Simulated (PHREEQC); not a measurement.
## Metal-bearing waste water (model solution)

Consider water at 20 °C with 0.13 mol CdCl2, 0.00057 mol NiCl2, 0.00055 mol NaF and 0.025 mol Cd(NO3)2 per kg of water. Closed to the air; pH follows from the charge balance.

All values are PHREEQC results (ion-association model, wateq4f.dat), not measurements.

```yaml
pH: 5.40
ionic_strength: 0.194 mol/kgw
```

```
species  molality  activity   log γ
-------  --------  --------  ------
Cl-         0.112    0.0803  -0.145
CdCl+      0.0981    0.0735  -0.125
NO3-       0.0487    0.0340  -0.156
Cd+2       0.0309   0.00975  -0.501
CdCl2      0.0231    0.0242   0.019
CdCl3-    0.00151   0.00113  -0.125
CdNO3+    0.00129  0.000968  -0.125
Na+      0.000550  0.000411  -0.127
Ni+2     0.000516  0.000163  -0.501
F-       0.000490  0.000348  -0.148
CdF+      5.70e-5   4.27e-5  -0.125
NiCl+     4.38e-5   3.28e-5  -0.125
NiCl2     9.15e-6   9.57e-6   0.019
CdOHCl    6.51e-6   6.81e-6   0.019
H+        4.98e-6   3.98e-6  -0.097
```

No solid was allowed to form.
